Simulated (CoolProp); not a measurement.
Saturation properties of c-C4F8 (RC318) (Tc = 388.4 K, pc = 2.778 MPa, ω = 0.355).

Computed with CoolProp (reference Helmholtz-energy equation of state, Platzer 1990). This equation is an older, rougher fit; its heat capacities, sound speeds and derivatives of the liquid may be far off and weren't checked against measurements.

```csv
T (K),p (MPa),liquid density (kg/m³),enthalpy of vaporisation (kJ/kg),surface tension (mN/m),liquid viscosity (µPa s)
276.1,0.1445,1583,___,10.7,___
287.8,0.2214,1539,108.7,9.37,423
299.5,0.3262,___,103.6,8.02,355
311.2,0.4649,___,98.09,6.73,300
323,___,1390,91.91,5.47,___
334.7,0.8720,1332,85.03,4.27,212
346.4,1.153,1267,77.14,3.14,___
358.1,1.498,1190,67.74,2.09,145
369.8,1.916,1094,55.77,1.13,___
```

Problem. What belongs in the gaps?

Solution. 
- 276.1, enthalpy of vaporisation (kJ/kg): 113.4
- 276.1, liquid viscosity (µPa s): 505
- 299.5, liquid density (kg/m³): 1493
- 311.2, liquid density (kg/m³): 1444
- 323, p (MPa): 0.6456
- 323, liquid viscosity (µPa s): 252
- 346.4, liquid viscosity (µPa s): 177
- 369.8, liquid viscosity (µPa s): 115

It boils at 267.2 K under 1 atm.

Viscosity comes from a separate model (Huber 2003), an estimate that may be off by 10 % or more. Surface tension comes from a separate correlation (Mulero 2012).
